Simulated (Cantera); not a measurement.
MgO + Cl₂ + O₂ (chemical vapour transport)

Charge: 1 mol MgO, a varied amount of Cl₂, 1 mol O₂, at 1100 °C and 27.0 mbar.

Cantera equilibrium calculation (NASA polynomials, part measured and part estimated; ideal gas, pure solids and liquids). Candidate condensed phases: Mg, MgCl₂, MgO; 11 gas species. Rates play no part.

From 0.082 mol Cl₂ to 1.1 mol Cl₂ the condensed part is MgO(s). The main Mg-bearing gas is MgCl₂ throughout. The share of Mg in condensed phases is highest at 0.082 mol Cl₂ (98.6 %) and lowest at 1.1 mol Cl₂ (73.4 %).

```json
[
 {"n(Cl₂) (mol)": "0.082", "log p O₂": "-1.61", "log p Cl₂": "-2.90", "log p MgCl₂": "-3.48", "log p Cl": "-3.09", "log p ClO": "-5.43", "log p O": "-7.01", "n MgO(s)": "0.986"},
 {"n(Cl₂) (mol)": "0.12", "log p O₂": "-1.63", "log p Cl₂": "-2.74", "log p MgCl₂": "-3.31", "log p Cl": "-3.01", "log p ClO": "-5.35", "log p O": "-7.02", "n MgO(s)": "0.979"},
 {"n(Cl₂) (mol)": "0.17", "log p O₂": "-1.65", "log p Cl₂": "-2.60", "log p MgCl₂": "-3.16", "log p Cl": "-2.94", "log p ClO": "-5.29", "log p O": "-7.03", "n MgO(s)": "0.969"},
 {"n(Cl₂) (mol)": "0.25", "log p O₂": "-1.67", "log p Cl₂": "-2.46", "log p MgCl₂": "-3.01", "log p Cl": "-2.87", "log p ClO": "-5.24", "log p O": "-7.05", "n MgO(s)": "0.952"},
 {"n(Cl₂) (mol)": "0.37", "log p O₂": "-1.71", "log p Cl₂": "-2.33", "log p MgCl₂": "-2.86", "log p Cl": "-2.80", "log p ClO": "-5.19", "log p O": "-7.07", "n MgO(s)": "0.925"},
 {"n(Cl₂) (mol)": "0.53", "log p O₂": "-1.76", "log p Cl₂": "-2.22", "log p MgCl₂": "-2.73", "log p Cl": "-2.75", "log p ClO": "-5.16", "log p O": "-7.09", "n MgO(s)": "0.887"},
 {"n(Cl₂) (mol)": "0.77", "log p O₂": "-1.82", "log p Cl₂": "-2.13", "log p MgCl₂": "-2.61", "log p Cl": "-2.71", "log p ClO": "-5.15", "log p O": "-7.12", "n MgO(s)": "0.825"},
 {"n(Cl₂) (mol)": "1.1", "log p O₂": "-1.88", "log p Cl₂": "-2.06", "log p MgCl₂": "-2.51", "log p Cl": "-2.67", "log p ClO": "-5.14", "log p O": "-7.15", "n MgO(s)": "0.734"}
]
```
log p: log10 of the partial pressure in bar; n: condensed amount in mol.
